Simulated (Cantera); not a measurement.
An adiabatic, constant-pressure homogeneous reactor starts with 1.69 % C3H8, 20.6 % O2, 77.7 % N2, equivalence ratio 0.41, at 1298 K and 760 Torr.

Computed with Cantera and GRI-Mech 3.0 (53 species, 325 reactions). GRI-Mech 3.0 was tuned for natural gas; its chemistry of propane as a main component is partial and can be far from experiment.

Problem. Predict: time of steepest temperature rise; temperature at 2.00 s; equilibrium temperature; x(O2) at 2.00 s; x(NO2) at 2.00 s.

Solution. 
| Quantity | Result |
|---|---|
| time of steepest temperature rise | 0.889 ms |
| temperature at 2.00 s | 2160 K |
| equilibrium temperature | 2160 K |
| x(O2) at 2.00 s | 0.115 (gas-phase equilibrium 0.115) |
| x(NO2) at 2.00 s | 8.36e-6 (gas-phase equilibrium 8.38e-6) |
